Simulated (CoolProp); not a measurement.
A Linde-Hampson liquefier for CF4 (R14): isothermal reversible compression at 290 K from 1 atm to 15 MPa, throttling to 1 atm, return gas leaving the recuperator 5 K below the feed. Each further row changes one setting.

Computed with CoolProp (reference Helmholtz-energy equation of state, Platzer 1990). This equation is an older, rougher fit; its heat capacities, sound speeds and derivatives of the liquid may be far off and weren't checked against measurements.

```json
[
 {"case": "as stated", "liquid yield per pass": "(withheld)", "compression work (kJ/kg of gas)": "122"},
 {"case": "high pressure 30 MPa", "liquid yield per pass": "(withheld)", "compression work (kJ/kg of gas)": "(withheld)"},
 {"case": "warm-end temperature 320 K", "liquid yield per pass": "(withheld)", "compression work (kJ/kg of gas)": "(withheld)"},
 {"case": "warm-end gap 10 K", "liquid yield per pass": "(withheld)", "compression work (kJ/kg of gas)": "122"}
]
```

Q: Complete the blanks.

A: 
- as stated, liquid yield per pass: 0.264
- high pressure 30 MPa, liquid yield per pass: 0.307
- high pressure 30 MPa, compression work (kJ/kg of gas): 138
- warm-end temperature 320 K, liquid yield per pass: 0.185
- warm-end temperature 320 K, compression work (kJ/kg of gas): 141
- warm-end gap 10 K, liquid yield per pass: 0.252
